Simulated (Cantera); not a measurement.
**Halide evaporation, hydrolysis and transport: CaF2 + N2**

Charge: 1 mol CaF2, 74 mol N2, held at 1400 K and 13.3 mbar.

Method: chemical equilibrium by Gibbs-energy minimisation in Cantera with the NASA 1993 tables (ideal gas, pure condensed phases). Candidate condensed phases: Ca, CaF2; 11 gas species. Rates play no part.

```
Quantity                              Value
--------------------------------  ---------
x(N2)                                 1.000
x(CaF2)                             1.63e-5
n(CaF2(s))                        0.999 mol
gas amount                        74.00 mol
log10 activity of Ca(l) (absent)     -13.87
```
